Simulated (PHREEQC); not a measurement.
Dissolve 130 mmol/kgw HF and 7.7 mmol/kgw KF at 25 °C. Closed to the air; pH follows from the charge balance.

Model: ion-association model, phreeqc.dat, run in PHREEQC.

No solid was allowed to form.

What pH does the model give?

pH 2.11.

In which forms is F present?

HF 84 %, F- 8.2 %, HF2- 7.4 % of the F.

Complexes and solids missing from the database can't appear.
